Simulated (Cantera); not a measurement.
A freely propagating, adiabatic, planar premixed flame of CH₄ : C₂H₆ : C₃H₈ : O₂ : N₂ = 1.3 : 0.87 : 0.16 : 4.5 : 21.6 (molar parts), unburnt at 375 K and 32000 Pa; mixture-averaged transport, grid criteria slope 0.08 and curve 0.16, no radiation.

Computed with Cantera and GRI-Mech 3.0 (53 species, 325 reactions). Burning velocities carry a grid error of a few per cent, more on coarse grids.

**Question.** Predict: laminar burning velocity; thermal thickness; peak x(CO); peak x(CH₂CO).

**Answer.** 
```json
{
  "laminar_burning_velocity": "22.5 cm/s",
  "thermal_thickness": "2.37 mm",
  "peak x(CO)": "0.0765",
  "peak x(CH₂CO)": "0.000625"
}
```
